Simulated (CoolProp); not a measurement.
Properties of R152A along the isobar 11.6 MPa.

Computed with CoolProp (reference Helmholtz-energy equation of state, Outcalt 1996). It is a modified Benedict-Webb-Rubin equation, recast in Helmholtz form.

| T (°C) | phase | density (kg/m³) | cp (kJ/(kg K)) | cv (kJ/(kg K)) | Joule-Thomson coefficient (K/MPa) | Prandtl number | fugacity coefficient |
|---|---|---|---|---|---|---|---|
| 49.85 | liquid | 879.2 | 1.792 | 1.176 | -0.09629 | 2.68 | 0.1119 |
| 69.55 | liquid | 831.7 | 1.871 | 1.207 | 0.02769 | 2.48 | 0.1642 |
| 89.15 | liquid | 779.2 | 1.970 | 1.240 | 0.2087 | 2.33 | 0.2266 |
| 108.85 | liquid | 719.2 | 2.103 | 1.275 | 0.4911 | 2.22 | 0.2975 |
| 128.55 | supercritical | 648.7 | 2.287 | 1.314 | 0.9563 | 2.15 | 0.3737 |
| 148.15 | supercritical | 564.8 | 2.524 | 1.354 | 1.730 | 2.12 | 0.4505 |
| 167.85 | supercritical | 469.5 | 2.691 | 1.391 | 2.802 | 1.94 | 0.5239 |
| 187.55 | supercritical | 382.6 | 2.591 | 1.411 | 3.673 | 1.61 | 0.5895 |
| 207.15 | supercritical | 319.2 | 2.356 | 1.421 | 3.981 | 1.34 | 0.6457 |
| 226.85 | supercritical | 275.7 | 2.161 | 1.431 | 3.889 | 1.17 | 0.6943 |

Viscosity comes from a separate model (Bell 2016), an estimate that may be off by 10 % or more. Thermal conductivity comes from a separate model (Krauss 1996).
